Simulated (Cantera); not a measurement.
An adiabatic, constant-pressure homogeneous reactor starts with H2 : O2 : N2 : H2O = 1 : 0.263 : 1.95 : 0.14 (molar parts), equivalence ratio 1.9, at 1550 K and 10.0 bar. Integrator tolerance rtol = 1e-08.

Model: GRI-Mech 3.0 (53 species, 325 reactions), integrated in Cantera. The hydrogen kinetics of GRI-Mech 3.0 are dated; newer H2 mechanisms differ, most at raised pressure.

Task: What does this change do: H2 1 to 2.5 parts?

Result: 
```tsv
quantity	before	after
time of steepest temperature rise	2.08 µs	2.45 µs
temperature at 0.100 s	2595 K	2307 K
equilibrium temperature	2595 K	2307 K
x(H2) at 0.100 s	0.152 (gas-phase equilibrium 0.152)	0.429 (gas-phase equilibrium 0.429)
x(O2) at 0.100 s	1.72e-5 (gas-phase equilibrium 1.72e-5)	5.39e-8 (gas-phase equilibrium 5.39e-8)
x(H2O) at 0.100 s	0.213 (gas-phase equilibrium 0.213)	0.145 (gas-phase equilibrium 0.145)
x(NO2) at 0.100 s	5.07e-9 (gas-phase equilibrium 5.07e-9)	9.96e-12 (gas-phase equilibrium 1.05e-11)
x(N2O) at 0.100 s	3.45e-8 (gas-phase equilibrium 3.45e-8)	7.51e-10 (gas-phase equilibrium 7.65e-10)
x(NO) at 0.100 s	0.000219 (gas-phase equilibrium 0.000219)	5.62e-6 (gas-phase equilibrium 5.94e-6)
```
